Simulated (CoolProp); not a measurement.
Propylene along the isotherm 370.7 K: Z from the reference equation and from simpler models built on Tc = 364.2 K, pc = 45.55 bar, ω = 0.146; each cubic takes its own stable root.

Values from CoolProp's reference Helmholtz-energy equation of state, Lemmon 2013.

```
p (bar)          phase  reference  Soave-Redlich-Kwong  Peng-Robinson
-------  -------------  ---------  -------------------  -------------
10.4               gas        [?]                  [?]         0.9144
20.7               gas     0.8349               0.8370         0.8209
31.1               gas     0.7307               0.7351         0.7122
41.4               gas     0.5934                  [?]         0.5746
51.8     supercritical     0.2744                  [?]         0.3043
62.1     supercritical     0.2475               0.2965         0.2698
72.5     supercritical     0.2692                  [?]         0.2854
82.8     supercritical        [?]               0.3392         0.3066
93.2     supercritical        [?]               0.3655         0.3298
104      supercritical     0.3499               0.3934         0.3547
114      supercritical     0.3761               0.4195         0.3780
```

**Question.** Complete the blanks.

**Answer.** 
- 10.4, reference: 0.9220
- 10.4, Soave-Redlich-Kwong: 0.9228
- 41.4, Soave-Redlich-Kwong: 0.6026
- 51.8, Soave-Redlich-Kwong: 0.3273
- 72.5, Soave-Redlich-Kwong: 0.3150
- 82.8, reference: 0.2947
- 93.2, reference: 0.3216
